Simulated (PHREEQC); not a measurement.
Solution (25 °C): 3.3 mmol/kgw HF, 2.6 mmol/kgw CsF and 11 mmol/kgw H2SiF6. Closed to the air; pH follows from the charge balance.

All values are PHREEQC results (ion-association model, wateq4f.dat), not measurements.

Each row changes one thing in this solution. No solid was allowed to form.

```tsv
case	pH	ionic strength (mol/kgw)	HF (mol/kgw)	F- (mol/kgw)	H2F2 (mol/kgw)	HF2- (mol/kgw)
as made	1.77	0.0328	0.00638	0.000303	0.000107	7.47e-6
CsF replaced by CsI at the same molality	1.73	0.0345	0.00556	0.000241	8.12e-5	5.19e-6
CsF replaced by NaHF2 at the same molality	1.77	0.0333	0.00803	0.000376	0.000169	1.17e-5
HF from 0.0033 to 0.00297 mol/kgw	1.77	0.0327	0.00622	0.000296	0.000102	7.13e-6
CsF left out	1.73	0.0319	0.00558	0.000240	8.18e-5	5.17e-6
H2SiF6 from 0.011 to 0.055 mol/kgw	1.07	0.163	0.00989	0.000111	0.000264	4.36e-6
diluted 100-fold with water	3.38	0.000448	0.000270	0.000447	1.90e-7	4.64e-7
H2SiF6 replaced by NH4HF2 at the same molality	3.17	0.0143	0.0121	0.0137	0.000386	0.000641
```

Species that the database lacks are ignored. Some of these states are supersaturated (in Quartz (slow to form), Chalcedony (slow to form), for instance). SiF6-2 is the database's only silicon fluoride.
